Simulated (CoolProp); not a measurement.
The fluoroketone C6F12O (FK-5-1-12) along the isotherm 75.95 °C: fugacity coefficient from the reference equation and from simpler models built on Tc = 168.7 °C, pc = 1.869 MPa, ω = 0.471; each cubic takes its own stable root.

Values from CoolProp's reference Helmholtz-energy equation of state, McLinden 2015.

```tsv
p (MPa)	phase	reference	van der Waals	Soave-Redlich-Kwong	Peng-Robinson
0.584	liquid	0.3723	0.8378	0.3787	0.3723
1.17	liquid	0.1942	0.4998	0.1985	0.1940
1.75	liquid	0.1356	0.3595	0.1392	0.1353
2.34	liquid	0.1060	0.2891	0.1093	0.1056
2.92	liquid	0.08874	0.2486	0.09183	0.08828
3.5	liquid	0.07730	0.2224	0.08031	0.07678
4.09	liquid	0.06912	0.2041	0.07207	0.06854
4.67	liquid	0.06319	0.1913	0.06612	0.06255
5.26	liquid	0.05860	0.1819	0.06153	0.05790
5.84	liquid	0.05508	0.1751	0.05803	0.05433
6.42	liquid	0.05228	0.1702	0.05526	0.05147
7.01	liquid	0.04999	0.1667	0.05301	0.04912
7.59	liquid	0.04817	0.1643	0.05124	0.04724
8.18	liquid	0.04666	0.1629	0.04978	0.04566
8.76	liquid	0.04544	0.1622	0.04862	0.04438
9.35	liquid	0.04443	0.1622	0.04768	0.04330
```

At some of these states van der Waals gives the other phase, because its saturation line lies elsewhere.
